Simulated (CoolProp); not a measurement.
Computed with CoolProp (reference Helmholtz-energy equation of state, Bücker 2006).

Question: Give the vapour pressure (MPa), liquid density (kg/m³), enthalpy of vaporisation (kJ/kg), liquid cp (kJ/(kg K)) of saturated isobutane at 29.85, 53.05, 76.15 °C.

Answer: 
| T (°C) | p (MPa) | liquid density (kg/m³) | enthalpy of vaporisation (kJ/kg) | liquid cp (kJ/(kg K)) |
|---|---|---|---|---|
| 29.85 | 0.403 | 545 | 323 | 2.46 |
| 53.05 | 0.738 | 513 | 295 | 2.64 |
| 76.15 | 1.24 | 477 | 259 | 2.89 |
